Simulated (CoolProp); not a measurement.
Saturation properties of water.

Model: reference Helmholtz-energy equation of state, Wagner 2002, in CoolProp.

```tsv
T (K)	p (MPa)	liquid density (kg/m³)	vapour Z	liquid viscosity (µPa s)	vapour viscosity (µPa s)
506	2.946	823.3	0.8564	115	16.8
513.9	3.391	812.3	0.8424	111	17.1
521.8	3.886	800.9	0.8274	107	17.4
529.7	4.435	789.0	0.8115	103	17.7
537.6	5.041	776.5	0.7945	99.9	18.0
545.5	5.708	763.5	0.7765	96.6	18.3
553.5	6.451	749.7	0.7570	93.4	18.6
561.4	7.254	735.2	0.7364	90.3	19.0
```

It boils at 373.1 K under 1 atm.

Viscosity comes from a separate model (Huber 2009).
